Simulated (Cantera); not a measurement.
**Ammonia decomposition in nitride growth gas**

An isothermal, constant-pressure homogeneous reactor starts with 88.6 % NH3, 10.6 % H2, 0.797 % N2, at 2273 K and 73.5 Torr.

Detailed kinetics in Cantera: the gas-phase N/H chemistry of the illustrative SiF4/NH3 mechanism in the Surface Chemkin manual (1991). Walls and surfaces, which speed up NH3 decomposition in real reactors, are not modelled.

```csv
t (s),x NH3,x H2,x NH,x N,x N2H2,x N2
0.000200,0.878,0.110,5.55e-5,1.67e-6,1.80e-5,0.00854
0.000485,0.864,0.119,7.32e-5,2.55e-6,2.60e-5,0.0118
0.00118,0.832,0.143,7.55e-5,2.93e-6,2.45e-5,0.0203
0.00285,0.760,0.197,7.81e-5,3.60e-6,2.09e-5,0.0392
0.00691,0.618,0.302,7.92e-5,4.55e-6,1.51e-5,0.0764
0.0168,0.396,0.466,7.38e-5,5.51e-6,8.14e-6,0.135
0.0406,0.160,0.641,5.76e-5,6.25e-6,2.71e-6,0.197
0.0985,0.0226,0.741,3.23e-5,7.09e-6,3.35e-7,0.233
0.239,4.93e-5,0.744,2.21e-6,2.74e-6,1.76e-10,0.237
0.579,2.61e-6,0.740,1.83e-7,2.84e-7,1.09e-12,0.236
1.40,8.10e-7,0.740,5.71e-8,8.85e-8,<1e-12,0.236
3.40,4.51e-7,0.740,3.18e-8,4.92e-8,<1e-12,0.236
8.25,4.11e-7,0.740,2.89e-8,4.48e-8,<1e-12,0.236
20.0,4.10e-7,0.740,2.89e-8,4.48e-8,<1e-12,0.236
```
x: mole fraction; the columns are a selection and need not sum to one.

Equilibrium at this temperature and pressure: NH3 4.10e-7, H2 0.740, NH 2.89e-8, N 4.48e-8, N2H2 <1e-12, N2 0.236 (gas phase only).
